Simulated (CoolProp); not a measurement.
Vapour-liquid equilibrium of n-butane (1) + trans-2-butene (2) at 0.0034 MPa; x and y are mole fractions of (1).

The numbers come from the multi-fluid Helmholtz-energy mixture model, Bücker 2006 and Lemmon 2005; pair parameters Bell 2016 in CoolProp.

Q: Give the bubble temperature and the first vapour's composition at x = 0.2, 0.35, 0.8. Is there an azeotrope?

A: x = 0.2: 208.4 K, y = 0.229; x = 0.35: 208.1 K, y = 0.380; x = 0.8: 207.6 K, y = 0.807. No azeotrope shows between x = 0.05 and 0.95.

Pair parameters are fitted to limited data, so mixtures are less certain than the pure fluids.
